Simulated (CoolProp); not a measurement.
A closed Brayton cycle with nitrogen: compressor inlet 315.15 K and 5.9 MPa, high pressure 17.5 MPa, turbine inlet 900 K, compressor efficiency 0.8, turbine efficiency 0.9, recuperator effectiveness 0.9 (on enthalpy, no pinch check). Each further row changes one setting.

The numbers come from the reference Helmholtz-energy equation of state, Span 2000 in CoolProp.

```tsv
case	thermal efficiency (%)	net work (kJ/kg)	compressor to turbine work	compressor exit (K)	turbine exit (K)
as stated	30.7	81.8	0.66	460.1	697.1
turbine inlet 850 K	27.6	68.6	0.69	460.1	656.6
compressor inlet 325.15 K	29.0	?	0.68	474.6	697.1
high pressure 14.9 MPa	?	77.1	0.62	435.7	?
recuperator effectiveness 0.5	?	81.8	0.66	460.1	697.1
```

Task: Complete the blanks.

Result: 
- compressor inlet 325.15 K, net work (kJ/kg): 76.6
- high pressure 14.9 MPa, thermal efficiency (%): 32.0
- high pressure 14.9 MPa, turbine exit (K): 724.0
- recuperator effectiveness 0.5, thermal efficiency (%): 22.1
